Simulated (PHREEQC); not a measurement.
Make-up at 25 °C: 0.0094 mol/kgw NaHF2 and 0.00023 mol/kgw H3PO4. Closed to the air; pH follows from the charge balance.

All values are PHREEQC results (ion-association model, phreeqc.dat), not measurements.

This is a speciation only: nothing precipitates in the calculation.

Task: Order these F species by the share of F that they hold, largest first: HF, HF2-, F-, NaF.

Result: F- (51 %), HF (46 %), HF2- (3.3 %), NaF (0.22 %)

The pH is 3.18 and the ionic strength 0.0101 mol/kgw.
